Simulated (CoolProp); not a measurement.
R115 at 366.84 K and 0.601 MPa is compressed adiabatically to 3.92 MPa with isentropic efficiency 0.6. Each further row changes one setting.

The numbers come from the reference Helmholtz-energy equation of state, Lemmon 2016 in CoolProp.

```csv
case,work (kJ/kg),final temperature (K),final density (kg/m³)
as stated,[?],452.2,197
efficiency 1,34.7,[?],[?]
efficiency 0.65,53.4,[?],201
```

Task: Fill in the missing entries.

Result: 
- as stated, work (kJ/kg): 57.9
- efficiency 1, final temperature (K): 429.3
- efficiency 1, final density (kg/m³): 221
- efficiency 0.65, final temperature (K): 447.8
